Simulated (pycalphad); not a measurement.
Source of the numbers: pycalphad with the COST 507 light-alloy database (1999); pressure 1 atm. No gas phase is included, though pure Mg would boil below 1377 °C. The data set is of 1999 and partly superseded. Kinetics are ignored, which matters at the lower temperatures.

Molar enthalpy of Al-2.31Mg-2.085Si (wt.%) in equilibrium (SER reference):

| T (°C) | H (kJ/mol) | phases |
|---|---|---|
| 1377 | 51.76 | liquid |
| 1297 | 49.22 | liquid |
| 1217 | 46.68 | liquid |
| 1137 | 44.15 | liquid |
| 1057 | 41.61 | liquid |
| 977 | 39.07 | liquid |
| 897 | 36.53 | liquid |
| 817 | 33.99 | liquid |
| 737 | 31.46 | liquid |
| 697 | 30.19 | liquid |
| 657 | 28.92 | liquid |
| 577 | 16.33 | fcc + liquid + MG2SI |
| 537 | 13.95 | fcc + MG2SI |
| 497 | 12.52 | fcc + MG2SI + diamond (Si) |
| 417 | 9.86 | fcc + MG2SI + diamond (Si) |
| 337 | 7.43 | fcc + MG2SI + diamond (Si) |
| 257 | 5.16 | fcc + MG2SI + diamond (Si) |
| 177 | 3.01 | fcc + MG2SI + diamond (Si) |
| 97 | 0.94 | fcc + MG2SI + diamond (Si) |

Cooling from 657 °C to 537 °C, across the freezing range, releases 15.0 kJ/mol, or 556 J/g. The slope is 32 J/(mol K) in the liquid and 36 J/(mol K) just below the solidus, where it includes any heat of precipitation. Liquidus 637 °C, solidus 564 °C. Changes were sought between steps of 40 K, so a narrower field can be missed.

Database names, with the compositions (at.%) that they take in these runs: MG2SI: Mg 67 Si 33.
